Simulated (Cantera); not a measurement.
Predominance diagram of Cu at 1650 K against the partial pressures of O2 and F2 (log10, bar). Cantera with NASA thermochemical tables; ideal gases at 1 bar, condensed phases pure. Candidates: Cu(l), CuF2(l), Cu2O(l). Only these pure phases compete in this equilibrium. 

```
log p(F2) \ log p(O2)
        columns: -11, -10.5, -10, -9.6, -9.1, -8.6, -8.1, -7.7, -7.2, -6.7, -6.2, -5.7, -5.3, -4.8, -4.3, -3.8, -3.3, -2.9, -2.4, -1.9, -1.4, -1, -0.5, 0
      1  A A A A A A A A A A A A A A A A A A A A A A A A
   -1.2  B B B B B B B B B B B B B B B B B B B B B B B B
   -3.5  B B B B B B B B B B B B B B B B B B B B B B B B
   -5.8  B B B B B B B B B B B B B B B B B B B B B B B B
     -8  B B B B B B B B B B B B B B B B B B B B B B B B
  -10.2  B B B B B B B B B B B B B B B B B B B C C C C C
  -12.5  D D D D D D D D D D D D D D D D D C C C C C C C
  -14.8  D D D D D D D D D D D D D D D D D C C C C C C C
    -17  D D D D D D D D D D D D D D D D D C C C C C C C
```

A: out of reach (another gas would pass 10 bar, or a non-metal would condense); B: CuF2(l); C: Cu2O(l); D: Cu(l).
